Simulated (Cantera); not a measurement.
An adiabatic, constant-volume homogeneous reactor starts with 20.1 % CH₄, 16.8 % O₂, 63.1 % N₂, at 1573 K and 97000 Pa.

Cantera simulation using GRI-Mech 3.0 (53 species, 325 reactions); the numbers are that mechanism's predictions, not measurements.

Predict: time of steepest temperature rise; temperature at 2.00 s; equilibrium temperature; x(O₂) at 2.00 s; x(O) at 2.00 s; x(NO) at 2.00 s; x(H) at 2.00 s; x(CO₂) at 2.00 s; x(N₂O) at 2.00 s.


```json
{
  "time_of_steepest_temperature_rise": "0.786 ms",
  "temperature at 2.00 s": "2622 K",
  "equilibrium_temperature": "2622 K",
  "x(O₂) at 2.00 s": "1.07e-5 (gas-phase equilibrium 1.07e-5)",
  "x(O) at 2.00 s": "5.97e-5 (gas-phase equilibrium 5.97e-5)",
  "x(NO) at 2.00 s": "0.000162 (gas-phase equilibrium 0.000162)",
  "x(H) at 2.00 s": "0.0140 (gas-phase equilibrium 0.0140)",
  "x(CO₂) at 2.00 s": "0.0102 (gas-phase equilibrium 0.0102)",
  "x(N₂O) at 2.00 s": "1.03e-8 (gas-phase equilibrium 1.03e-8)"
}
```
